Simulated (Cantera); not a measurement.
# Thermodynamics of iron carbonyl, mercury and lead vapours, feed PbO + CO + H₂

Charge: 1 mol PbO, a varied amount of CO, 0.13 mol H₂, equilibrated at 950 K and 100000 Pa.

Method: chemical equilibrium by Gibbs-energy minimisation in Cantera with the NASA 1993 tables (ideal gas, pure condensed phases). Candidate condensed phases: C, C₆H₆, C₇H₈, C₈H₁₈, H₂O, Pb, PbO, PbO₂, Pb₃O₄; 113 gas species. Equilibrium is a limit: real reactors are often held back by kinetics, nucleation or transport.

| n(CO) (mol) | log p CO₂ | log p H₂O | log p CO | log p H₂ | log p CH₄ | log p Pb | log p PbO | n Pb(l) | n PbO(yellow) | n C(graphite) |
|---|---|---|---|---|---|---|---|---|---|---|
| 0.085 | -0.40 | -0.22 | -4.57 | -4.13 | <-12 | -5.30 | -7.28 | 0.215 | 0.785 | 0 |
| 0.11 | -0.34 | -0.27 | -4.51 | -4.18 | <-12 | -5.30 | -7.28 | 0.240 | 0.760 | 0 |
| 0.15 | -0.27 | -0.33 | -4.44 | -4.25 | <-12 | -5.30 | -7.28 | 0.280 | 0.720 | 0 |
| 0.2 | -0.22 | -0.40 | -4.38 | -4.32 | <-12 | -5.30 | -7.28 | 0.330 | 0.670 | 0 |
| 0.27 | -0.17 | -0.49 | -4.34 | -4.40 | <-12 | -5.30 | -7.28 | 0.400 | 0.600 | 0 |
| 0.35 | -0.14 | -0.57 | -4.30 | -4.48 | <-12 | -5.30 | -7.28 | 0.480 | 0.520 | 0 |
| 0.47 | -0.11 | -0.66 | -4.27 | -4.58 | <-12 | -5.30 | -7.28 | 0.600 | 0.400 | 0 |
| 0.62 | -0.08 | -0.76 | -4.25 | -4.67 | <-12 | -5.30 | -7.28 | 0.750 | 0.250 | 0 |
| 0.83 | -0.06 | -0.87 | -4.23 | -4.78 | <-12 | -5.30 | -7.28 | 0.960 | 0.0401 | 0 |
| 1.1 | -0.13 | -1.12 | -0.80 | -1.53 | -5.09 | -5.30 | -10.77 | 1.000 | 0 | 0 |
| 1.5 | -0.24 | -1.42 | -0.46 | -1.38 | -4.01 | -5.30 | -11.22 | 1.000 | 0 | 0 |
| 2 | -0.35 | -1.69 | -0.31 | -1.40 | -3.62 | -5.30 | -11.48 | 1.000 | 0 | 0 |
| 2.6 | -0.36 | -1.79 | -0.29 | -1.47 | -3.71 | -5.30 | -11.51 | 1.000 | 0 | 0.164 |
log p: log10 of the partial pressure in bar; n: condensed amount in mol.

From 0.085 mol CO to 0.83 mol CO the condensed part is Pb(l) + PbO(yellow). From 1.1 mol CO to 2 mol CO the condensed part is Pb(l). At 2.6 mol CO the condensed part is C(graphite) + Pb(l). The main Pb-bearing gas is Pb throughout.
